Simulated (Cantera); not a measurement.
Iron carbonyl, mercury and lead vapours: HgO + H2 + N2 + O2

Input: 1 mol HgO, 3.2 mol H2, 9.3 mol N2, 0.11 mol O2, at 227 °C and 6700 Pa.

These are equilibrium values from Cantera (NASA tables, ideal gas, pure condensed phases), not measurements of a reactor. Candidate condensed phases: H2O, Hg, HgO; 25 gas species. Equilibrium is a limit: real reactors are often held back by kinetics, nucleation or transport.

| Quantity | Value |
|---|---|
| x(N2) | 0.689 |
| x(H2) | 0.145 |
| x(H2O) | 0.0905 |
| x(Hg) | 0.0741 |
| x(NH3) | 0.000978 |
| gas amount | 13.49 mol |
| log10 activity of Hg(l) (absent) | -1.02 |
